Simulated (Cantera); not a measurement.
An isothermal, constant-pressure homogeneous reactor starts with CH₄ : H₂O : H₂ = 0.45 : 1.6 : 0.068 (molar parts), at 1525 K and 0.987 atm.

Detailed kinetics in Cantera: GRI-Mech 3.0 (53 species, 325 reactions).

One state of this run: x CH₄ = 0.0824; x H₂O = 0.656; x H₂ = 0.204; x HCO = 3.55e-10; x H₂O₂ = <1e-12. x: mole fraction; the columns are a selection and need not sum to one.

### Question
Which value of t (s) does it belong to?
A. 0.000844
B. 0.00948
C. 2.00e-6
D. 0.356

### Answer
D, 0.356
